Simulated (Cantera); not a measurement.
An isothermal, constant-pressure homogeneous reactor starts with CH4 : O2 : N2 = 0.0061 : 0.009 : 1 (molar parts), equivalence ratio 1.4, at 1025 K and 10.0 bar. Integrator tolerance rtol = 1e-08.

Computed with Cantera and GRI-Mech 3.0 (53 species, 325 reactions).

Q: What does this change do: CH4 0.0061 to 0.0015 parts?

A: 
| quantity | before | after |
|---|---|---|
| x(CH4) at 3.00 s | 0.000430 (gas-phase equilibrium 4.04e-8) | 2.10e-6 (gas-phase equilibrium <1e-12) |
| x(O2) at 3.00 s | 0.000184 (gas-phase equilibrium <1e-12) | 0.00619 (gas-phase equilibrium 0.00593) |
| x(HO2) at 3.00 s | 1.51e-7 (gas-phase equilibrium <1e-12) | 3.71e-7 (gas-phase equilibrium 2.90e-11) |
| x(H2) at 3.00 s | 0.00115 (gas-phase equilibrium 0.00442) | 2.00e-6 (gas-phase equilibrium 2.22e-12) |
| x(OH) at 3.00 s | 7.34e-10 (gas-phase equilibrium <1e-12) | 6.85e-9 (gas-phase equilibrium 7.38e-9) |
| x(CH2CO) at 3.00 s | 1.48e-6 (gas-phase equilibrium <1e-12) | 1.08e-8 (gas-phase equilibrium <1e-12) |

Q: What does this change do: 0.0067 parts H2 added?

A: 
| quantity | before | after |
|---|---|---|
| x(CH4) at 3.00 s | 0.000430 (gas-phase equilibrium 4.04e-8) | 0.00130 (gas-phase equilibrium 6.22e-7) |
| x(O2) at 3.00 s | 0.000184 (gas-phase equilibrium <1e-12) | 4.28e-5 (gas-phase equilibrium <1e-12) |
| x(HO2) at 3.00 s | 1.51e-7 (gas-phase equilibrium <1e-12) | 2.18e-8 (gas-phase equilibrium <1e-12) |
| x(H2) at 3.00 s | 0.00115 (gas-phase equilibrium 0.00442) | 0.00405 (gas-phase equilibrium 0.00995) |
| x(OH) at 3.00 s | 7.34e-10 (gas-phase equilibrium <1e-12) | 6.02e-11 (gas-phase equilibrium <1e-12) |
| x(CH2CO) at 3.00 s | 1.48e-6 (gas-phase equilibrium <1e-12) | 6.52e-7 (gas-phase equilibrium <1e-12) |
